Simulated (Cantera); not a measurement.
Charge: 1 mol CH₃SiH₃, 0.44 mol C₂H₂, 5.9 mol H₂, 0.01 mol CH₄, at 1048 K and 0.110 bar.

Equilibrium computed with Cantera from the NASA thermochemical tables; the gas is ideal and each condensed phase is pure. Candidate condensed phases: C, C₆H₆, C₇H₈, C₈H₁₈, Si, SiC; 87 gas species. The feed counts by its element totals alone. Equilibrium is a limit: real reactors are often held back by kinetics, nucleation or transport.

Base state: H₂ 0.994, CH₄ 0.00634 (mole fractions); condensed: C(graphite) + SiC(s).

### Question
What changes in the equilibrium state with this change: CH₃SiH₃ replaced by Si(CH₃)₄?

### Answer
```csv
species,before,after
H₂,0.994,0.994
CH₄,0.00634,0.00634
"C(graphite), mol",0.831,3.81
"SiC(s), mol",1.00,1.00
```
